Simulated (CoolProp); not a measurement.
Vapour-liquid equilibrium of R143a (1) + R152A (2) at 0.873 MPa; x and y are mole fractions of (1).

Model: multi-fluid Helmholtz-energy mixture model, Lemmon and Jacobsen 2000 and Outcalt 1996; pair parameters Bell 2016, in CoolProp.

```
x     bubble temperature, mixture model (°C)  bubble temperature, Raoult's law (°C)  y, mixture model  y, Raoult's law
----  --------------------------------------  -------------------------------------  ----------------  ---------------
0.05                                    36.2                                   36.6             0.095            0.097
0.15                                    32.2                                   33.1             0.258            0.266
0.25                                    28.7                                   29.9             0.391            0.409
0.35                                    25.6                                   26.9             0.504            0.531
0.45                                    22.9                                   24.1             0.601            0.635
0.55                                    20.4                                   21.4             0.687            0.724
0.65                                    18.2                                   19.0             0.765            0.801
0.75                                    16.1                                   16.7             0.837            0.868
0.85                                    14.2                                   14.5             0.904            0.926
0.95                                    12.4                                   12.5             0.969            0.977
```

The largest gap from Raoult's law is -1.3 K in bubble temperature, at x = 0.35. No azeotrope shows between x = 0.05 and 0.95.

The pair parameters rest on a limited set of measurements; away from them the model extrapolates.
